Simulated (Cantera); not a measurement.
A closed system holds: 1 mol CO, 0.35 mol H2, held at 2498 K and 10.0 mbar.

Equilibrium computed with Cantera from the NASA thermochemical tables; the gas is ideal and each condensed phase is pure. Candidate condensed phases: C, C6H6, C7H8, C8H18, H2O; 110 gas species. The numbers say what is thermodynamically allowed, not how fast it happens.

Base state: CO 0.700, H2 0.191, H 0.109 (mole fractions); condensed: gas only.

Task: What changes in the equilibrium state with this change: temperature from 2498 K to 2600 K?

Result: 
```
species  before  after
-------  ------  -----
CO        0.700  0.684
H2        0.191  0.162
H         0.109  0.154
```

Task: What changes in the equilibrium state with this change: CO replaced by C2H5OH?

Result: 
| species | before | after |
|---|---|---|
| H2 | 0.191 | 0.594 |
| CO | 0.700 | 0.208 |
| H | 0.109 | 0.192 |
| C3 | <1e-9 | 4.82e-5 |
| C4H2 | <1e-9 | 2.82e-5 |
| C2H2 (acetylene) | 1.03e-6 | 0.00637 |
| C2H | 4.19e-8 | 0.000147 |
| C(graphite), mol | 0 | 0.936 |
